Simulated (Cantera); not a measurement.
Thermodynamics of silicon etching in halogen gases, feed Si + F2 + HCl

A closed system holds: 1 mol Si, a varied amount of F2, 4.1 mol HCl, at 700 °C and 0.180 bar.

Equilibrium computed with Cantera from the NASA thermochemical tables; the gas is ideal and each condensed phase is pure. Candidate condensed phases: Si; 37 gas species. The tables' values for SiCl3 are old estimates; treat these amounts as uncertain. The numbers say what is thermodynamically allowed, not how fast it happens.

From 1.1 mol F2 to 5.8 mol F2 nothing is condensed. The main Si-bearing gas is SiF4 throughout.

| n(F2) (mol) | x HCl | x HF | x ClF | x Cl2 | x H2 | x SiF4 | x SiCl4 |
|---|---|---|---|---|---|---|---|
| 1.1 | 0.547 | 0.000470 | <1e-12 | 2.22e-11 | 0.214 | 0.131 | 0.107 |
| 1.2 | 0.581 | 0.000525 | <1e-12 | 2.87e-11 | 0.186 | 0.139 | 0.0930 |
| 1.4 | 0.644 | 0.000649 | <1e-12 | 4.92e-11 | 0.133 | 0.155 | 0.0667 |
| 1.7 | 0.728 | 0.000915 | <1e-12 | 1.34e-10 | 0.0625 | 0.177 | 0.0315 |
| 2 | 0.801 | 0.00270 | <1e-12 | 2.94e-6 | 3.46e-6 | 0.195 | 0.000674 |
| 2.3 | 0.648 | 0.111 | 2.46e-9 | 0.0555 | 1.20e-10 | 0.185 | 9.51e-11 |
| 2.7 | 0.465 | 0.241 | 1.62e-8 | 0.121 | 2.84e-11 | 0.172 | 1.06e-12 |
| 3.1 | 0.306 | 0.355 | 5.31e-8 | 0.177 | 8.38e-12 | 0.161 | <1e-12 |
| 3.6 | 0.134 | 0.478 | 2.19e-7 | 0.239 | 1.20e-12 | 0.149 | <1e-12 |
| 4.2 | 9.19e-7 | 0.562 | 0.0411 | 0.260 | <1e-12 | 0.137 | <1e-12 |
| 4.9 | 9.35e-8 | 0.512 | 0.212 | 0.150 | <1e-12 | 0.125 | <1e-12 |
| 5.8 | 1.03e-8 | 0.461 | 0.393 | 0.0339 | <1e-12 | 0.112 | <1e-12 |
x: gas mole fraction; nothing condenses.
